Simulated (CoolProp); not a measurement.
Dodecamethylcyclohexasiloxane (D6) along the isobar 51.1 bar: fugacity coefficient from the reference equation and from simpler models built on Tc = 645.8 K, pc = 9.614 bar, ω = 0.736; each cubic takes its own stable root.

Computed with CoolProp (reference Helmholtz-energy equation of state, Colonna 2008). It is a short technical equation, of lower accuracy than the large ones.

```
T (K)   phase  reference  Redlich-Kwong  Soave-Redlich-Kwong
-----  ------  ---------  -------------  -------------------
341.2  liquid   4.807e-5       0.002463             5.506e-5
380.8  liquid  0.0004535       0.008142            0.0004926
420.4  liquid   0.002460        0.02015             0.002625
460    liquid   0.009008        0.04069             0.009618
499.7  liquid    0.02482        0.07096              0.02674
539.3  liquid    0.05500         0.1107              0.05994
578.9  liquid     0.1034         0.1588               0.1139
618.5  liquid     0.1707         0.2133               0.1898
```
